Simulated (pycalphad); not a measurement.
Computed with pycalphad from the COST 507 light-alloy database (1999), at 1 atm. The database dates from 1999; later assessments differ in places, in temperatures and in the compounds included.

# Al-23.62Si (wt.%): equilibrium cooling sequence

```
T (K)          phases above         phases below
------  -------------------  -------------------
1011.4               LIQUID  DIAMOND_A4 + LIQUID
850.1   DIAMOND_A4 + LIQUID  DIAMOND_A4 + FCC_A1
```

Changes were sought between steps of 40 K, so a narrower field can be missed.

FCC_A1 is fcc; DIAMOND_A4 is diamond (Si).
